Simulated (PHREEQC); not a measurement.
MgCl2 is added in steps, without added water, to 1 kg of water holding 0.0042 mol/kgw KOH, 1.6e-06 mol/kgw H4SiO4 and 0.00053 mol/kgw K3PO4, at 25 °C. Oxygen is held at 0.21 atm. CO2 is held at log p = -1 (atm). Solids allowed: SiO2(a), Sylvite. Others were left out.

Base run: PHREEQC, ion-association model, phreeqc.dat. Each further column changes one thing. The table gives MgHPO4 (mol/kgw).

| MgCl2 added (mol) | base | all activity coefficients set to 1 | Davies equation for every ion | database wateq4f.dat |
|---|---|---|---|---|
| 0 | 0 | 0 | 0 | 0 |
| 0.00029 | 1.04e-5 | 1.67e-5 | 1.02e-5 | 1.04e-5 |
| 0.000725 | 2.41e-5 | 3.94e-5 | 2.36e-5 | 2.40e-5 |
| 0.00116 | 3.60e-5 | 5.97e-5 | 3.52e-5 | 3.60e-5 |
| 0.00145 | 4.31e-5 | 7.20e-5 | 4.22e-5 | 4.31e-5 |
| 0.00174 | 4.97e-5 | 8.35e-5 | 4.86e-5 | 4.97e-5 |
| 0.002175 | 5.87e-5 | 9.94e-5 | 5.73e-5 | 5.87e-5 |
| 0.00261 | 6.69e-5 | 0.000114 | 6.51e-5 | 6.68e-5 |
| 0.0029 | 7.19e-5 | 0.000123 | 6.99e-5 | 7.18e-5 |

 H3PO4, which wateq4f.dat lacks, is added to it with the constant of phreeqc.dat. phreeqc.dat and wateq4f.dat share most of their constants, so their agreement is no independent check. Solids allowed in the column 'database wateq4f.dat': Brucite, Nesquehonite, Quartz.
